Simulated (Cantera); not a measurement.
# Equilibrium for aluminium and copper etching: Cu + HF + N2

Feed: 1 mol Cu, a varied amount of HF, 0.58 mol N2, equilibrated at 1077 °C and 1.00e-5 bar.

These are equilibrium values from Cantera (NASA tables, ideal gas, pure condensed phases), not measurements of a reactor. Candidate condensed phases: Cu, CuF2; 25 gas species. Equilibrium is a limit: real reactors are often held back by kinetics, nucleation or transport.

From 1.6 mol HF to 15 mol HF the condensed part is Cu(s). At 17 mol HF nothing is condensed. The main Cu-bearing gas is Cu throughout. The share of Cu in condensed phases is highest at 1.6 mol HF (87.4 %) and lowest at 17 mol HF (0.0 %).

| n(HF) (mol) | x HF | x N2 | x Cu | x CuF | x H2 | x H | n Cu(s) |
|---|---|---|---|---|---|---|---|
| 1.6 | 0.690 | 0.252 | 0.0489 | 0.00599 | 0.00297 | 4.11e-5 | 0.874 |
| 3.1 | 0.792 | 0.149 | 0.0489 | 0.00656 | 0.00326 | 4.30e-5 | 0.785 |
| 4.6 | 0.835 | 0.106 | 0.0489 | 0.00680 | 0.00338 | 4.38e-5 | 0.695 |
| 6.1 | 0.858 | 0.0823 | 0.0489 | 0.00692 | 0.00344 | 4.42e-5 | 0.606 |
| 7.7 | 0.874 | 0.0664 | 0.0489 | 0.00701 | 0.00348 | 4.45e-5 | 0.511 |
| 9.2 | 0.884 | 0.0562 | 0.0489 | 0.00706 | 0.00351 | 4.46e-5 | 0.422 |
| 11 | 0.893 | 0.0475 | 0.0489 | 0.00711 | 0.00353 | 4.48e-5 | 0.315 |
| 12 | 0.897 | 0.0437 | 0.0489 | 0.00713 | 0.00354 | 4.49e-5 | 0.256 |
| 14 | 0.903 | 0.0377 | 0.0489 | 0.00716 | 0.00356 | 4.50e-5 | 0.137 |
| 15 | 0.905 | 0.0353 | 0.0489 | 0.00717 | 0.00356 | 4.50e-5 | 0.0773 |
| 17 | 0.911 | 0.0313 | 0.0470 | 0.00701 | 0.00348 | 4.45e-5 | 0 |
x: gas mole fraction; n: condensed amount in mol.
